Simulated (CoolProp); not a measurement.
A simple Rankine cycle with R1336mzz(Z): condensing at 316.15 K, boiler at 2.17 MPa, turbine inlet 433 K, turbine efficiency 0.75, pump efficiency 0.7, no recuperator. Each further row changes one setting.

The numbers come from the reference Helmholtz-energy equation of state, McLinden 2020 in CoolProp.

```json
[
 {"case": "as stated", "thermal efficiency (%)": "13.1", "net work (kJ/kg)": "31.4", "heat in (kJ/kg)": "239", "turbine exit temperature (K)": "[?]", "volume ratio over the turbine": "21.3"},
 {"case": "turbine inlet 453 K", "thermal efficiency (%)": "13.1", "net work (kJ/kg)": "35.2", "heat in (kJ/kg)": "269", "turbine exit temperature (K)": "392.0", "volume ratio over the turbine": "18.6"},
 {"case": "condensing temperature 308.15 K", "thermal efficiency (%)": "[?]", "net work (kJ/kg)": "35.0", "heat in (kJ/kg)": "249", "turbine exit temperature (K)": "361.6", "volume ratio over the turbine": "28.1"},
 {"case": "boiler pressure 1.52 MPa", "thermal efficiency (%)": "12.0", "net work (kJ/kg)": "30.6", "heat in (kJ/kg)": "[?]", "turbine exit temperature (K)": "383.3", "volume ratio over the turbine": "12.2"},
 {"case": "turbine efficiency 0.65", "thermal efficiency (%)": "11.3", "net work (kJ/kg)": "26.9", "heat in (kJ/kg)": "239", "turbine exit temperature (K)": "370.5", "volume ratio over the turbine": "21.6"}
]
```

Fill in the missing entries.


- as stated, turbine exit temperature (K): 365.9
- condensing temperature 308.15 K, thermal efficiency (%): 14.1
- boiler pressure 1.52 MPa, heat in (kJ/kg): 255
